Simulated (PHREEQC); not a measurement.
Dissolve 0.0028 mol/kgw HCl, 0.13 mol/kgw ZnSO4 and 0.0014 mol/kgw MnSO4 at 25 °C. Closed to the air; pH follows from the charge balance.

Equilibrium calculation in PHREEQC: ion-association model, phreeqc.dat.

| quantity | before | after |
|---|---|---|
| pH | 3.02 | 4.02 |
| ionic strength (mol/kgw) | 0.262 | 0.260 |
| SO4-2 (mol/kgw) | 0.0468 | 0.0472 |

Problem. What was changed between the two runs?
A. MnSO4 left out
B. HCl from 0.0028 to 0.0042 mol/kgw
C. ZnSO4 left out
D. HCl from 0.0028 to 0.00028 mol/kgw

Solution. D, HCl from 0.0028 to 0.00028 mol/kgw

No solid was allowed to form.
